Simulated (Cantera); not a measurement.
A perfectly stirred reactor is fed with NH₃ : N₂ = 1 : 23 (molar parts), at 1350 Torr; it is held at 2398 K, and followed from long to short residence time.

Model: the gas-phase N/H chemistry of the illustrative SiF4/NH3 mechanism in the Surface Chemkin manual (1991), integrated in Cantera. Walls and surfaces, which speed up NH3 decomposition in real reactors, are not modelled.

Q: What does this change do: temperature 2398 to 1300 K?

A: 
```csv
quantity,before,after
x(NH₃) at τ = 14.0 s,5.15e-6,0.0410
x(N) at τ = 14.0 s,1.38e-6,4.82e-11
x(N₂H₂) at τ = 14.0 s,1.31e-11,3.57e-9
x(N₂) at τ = 14.0 s,0.939,0.958
x(NH₂) at τ = 14.0 s,8.10e-7,1.46e-6
x(NH₃) at τ = 0.140 s,9.78e-5,0.0417
x(N) at τ = 0.140 s,9.87e-6,<1e-12
x(N₂H₂) at τ = 0.140 s,1.47e-9,2.38e-9
x(N₂) at τ = 0.140 s,0.939,0.958
x(NH₂) at τ = 0.140 s,1.11e-5,1.24e-6
```

Q: What does this change do: 0.91 parts H2 added?

A: 
```csv
quantity,before,after
x(NH₃) at τ = 14.0 s,5.15e-6,7.81e-6
x(N) at τ = 14.0 s,1.38e-6,1.09e-6
x(N₂H₂) at τ = 14.0 s,1.31e-11,1.63e-11
x(N₂) at τ = 14.0 s,0.939,0.905
x(NH₂) at τ = 14.0 s,8.10e-7,9.87e-7
x(NH₃) at τ = 0.140 s,9.78e-5,0.000112
x(N) at τ = 0.140 s,9.87e-6,8.89e-6
x(N₂H₂) at τ = 0.140 s,1.47e-9,1.50e-9
x(N₂) at τ = 0.140 s,0.939,0.906
x(NH₂) at τ = 0.140 s,1.11e-5,1.17e-5
```
